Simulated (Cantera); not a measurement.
## Ignition delay

Mixture: CO : H₂ : CH₄ : O₂ : N₂ : H₂O = 1 : 0.56 : 0.039 : 0.505 : 1.9 : 0.16 (molar parts), at 2.60 bar, adiabatic and at constant pressure. Ignition delay is the time to a rise of 400 K.

Cantera simulation using GRI-Mech 3.0 (53 species, 325 reactions); the numbers are that mechanism's predictions, not measurements.

| T0 (K) | delay (ms) |
|---|---|
| 1023 | 1.42 |
| 1073 | 0.334 |
| 1123 | 0.117 |
| 1173 | 0.0581 |
| 1223 | 0.0360 |
| 1273 | 0.0251 |
| 1323 | 0.0189 |

```yaml
apparent activation energy between 1223 and 1323 K: 87 kJ/mol
```
